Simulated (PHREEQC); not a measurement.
## Copper plating or etch bath: speciation

Solution (25 °C): 4.8 mmol/kgw Cu(BF4)2, 22 mmol/kgw HCl and 0.035 mmol/kgw NaCl. Closed to the air; pH follows from the charge balance.

Computed with PHREEQC (ion-association model, wateq4f.dat).

- pH: 1.75
- ionic strength: 0.0348 mol/kgw
- total alkalinity: -50.8 meq/kg

```json
[
 {"species": "Cl-", "molality": "0.0219", "activity": "0.0183", "log γ": "-0.078"},
 {"species": "H+", "molality": "0.0207", "activity": "0.0180", "log γ": "-0.061"},
 {"species": "BF4-", "molality": "0.00749", "activity": "0.00619", "log γ": "-0.083"},
 {"species": "HF", "molality": "0.00648", "activity": "0.00653", "log γ": "0.003"},
 {"species": "Cu+2", "molality": "0.00464", "activity": "0.00245", "log γ": "-0.278"},
 {"species": "H3BO3", "molality": "0.00161", "activity": "0.00162", "log γ": "0.003"},
 {"species": "BF3OH-", "molality": "0.000421", "activity": "0.000349", "log γ": "-0.083"},
 {"species": "F-", "molality": "0.000290", "activity": "0.000242", "log γ": "-0.078"},
 {"species": "CuCl+", "molality": "0.000144", "activity": "0.000120", "log γ": "-0.076"},
 {"species": "H2F2", "molality": "0.000110", "activity": "0.000111", "log γ": "0.003"},
 {"species": "BF2(OH)2-", "molality": "8.82e-5", "activity": "7.29e-5", "log γ": "-0.083"}
]
```

No solid was allowed to form. Real BF4- forms and hydrolyses slowly; the run takes it at equilibrium.
